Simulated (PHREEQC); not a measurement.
Solution (4.9 °C): 7 mmol/kgw NaHSO4, 15 mmol/kgw Na2SO4 and 170 mmol/kgw NaCl. Closed to the air; pH follows from the charge balance.

Equilibrium calculation in PHREEQC: ion-association model, phreeqc.dat.

```csv
quantity,before,after
pH,2.38,4.18
ionic strength (mol/kgw),0.224,0.00235
SO4-2 (mol/kgw),0.0161,0.000218
NaSO4- (mol/kgw),0.00417,1.60e-6
HSO4- (mol/kgw),0.00172,8.03e-7
SI of Halite (NaCl),-3.29,-7.05
```

Question: Which change was made?
A) temperature from 4.9 to 90 °C
B) 0.0067 mol/kgw Ca(NO3)2 added
C) diluted 2-fold with water
D) temperature from 4.9 to 10 °C
E) diluted 100-fold with water

Answer: E, diluted 100-fold with water

Precipitation was switched off in this run. Constants without temperature data keep their 25 °C values here.
